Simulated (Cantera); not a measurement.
A closed system holds: 1 mol CCl₄, 0.23 mol CH₄, 0.25 mol HCl, held at 2175 °C and 1330 Pa.

Cantera equilibrium calculation (NASA polynomials, part measured and part estimated; ideal gas, pure solids and liquids). Candidate condensed phases: C, C₆H₆, C₇H₈, C₈H₁₈; 91 gas species. The numbers say what is thermodynamically allowed, not how fast it happens.

Base state: Cl 0.728, HCl 0.261, H 0.00758, H₂ 0.00193, Cl₂ 0.000783, C₂HCl 2.38e-5, C₂H₂ (acetylene) 1.67e-5, C₃ 1.63e-5 (mole fractions); condensed: C(graphite).

Q: What changes in the equilibrium state with this change: temperature from 2175 °C to 2802 °C?

A: 
| species | before | after |
|---|---|---|
| Cl | 0.728 | 0.727 |
| H | 0.00758 | 0.144 |
| HCl | 0.261 | 0.0529 |
| C₃ | 1.63e-5 | 0.0510 |
| C₅ | 3.86e-8 | 0.00117 |
| C₄ | 8.20e-9 | 0.000213 |
| C₂ | 1.49e-6 | 0.00526 |
| C | 6.03e-6 | 0.00762 |
| C(graphite), mol | 1.23 | 0.231 |
The tables' values for CCl are old estimates; treat these amounts as uncertain.
